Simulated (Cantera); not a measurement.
A Cantera script and what it prints.

```python
import numpy as np
import cantera as ct

gas_names = [...]  # 109 gases of nasa_gas.yaml made of C, Cl, H, Si
cond_names = """
    C(gr) C6H6(L) C7H8(L) C8H18(L),n-octa Si(cr) Si(L) SiC(b)
""".split()


# ... load() reads the species with a 1 bar reference pressure and builds the phases ...
atoms = {
    'SiH2Cl2': {'Si': 1, 'H': 2, 'CL': 2},
    'C2H4': {'C': 2, 'H': 4},
    'H2': {'H': 2},
}
top_T = {'C(gr)': 4500, 'SiC(b)': 3050}  # K; cautious upper limits of use, not melting points


# ... equilibrate(T, P, feed) seeds the gas with the atoms and calls Mixture.equilibrate('TP', solver="vcs", rtol=1e-11, max_steps=5000) ...
results = []
feed = {'SiH2Cl2': 1, 'C2H4': 0.1, 'H2': 5.7}  # mol
T = 2123.15  # K
P = 1333.22  # Pa
mix = equilibrate(T, P, feed)
results.append((T, P, feed, dict(zip(mix.species_names, mix.species_moles))))
x = sorted(zip(gas.X, gas.species_names), reverse=True)
print(f"T = {T:g} K  P = {P:g} Pa  gas = {mix.phase_moles(0):.4g} mol")
print("   x: " + "  ".join(f"{s} {v:.3e}" for v, s in x if v > 0.001))
print("   condensed (mol): " + ("  ".join(f"{mix.phase(i).name} {mix.phase_moles(i):.4g}"
      for i in range(1, mix.n_phases) if mix.phase_moles(i) > 1e-12) or "none"))
```

Result:

```
T = 2123.15 K  P = 1333.22 Pa  gas = 8.154 mol
   x: H2 7.641e-01  HCL 1.361e-01  SiCL2 5.064e-02  H 2.718e-02  Si 1.277e-02  SiCL 3.902e-03  CL 3.554e-03
   condensed (mol): Si(L) 0.2351  SiC(b) 0.1951
```

Cantera equilibrium calculation (NASA polynomials, part measured and part estimated; ideal gas, pure solids and liquids). Mutual solubility and eutectic melting of coexisting phases are not modelled. The tables' values for SiCl, SiCl3 are old estimates; treat these amounts as uncertain. Gases not in the tables: Si2H6 and higher silanes.
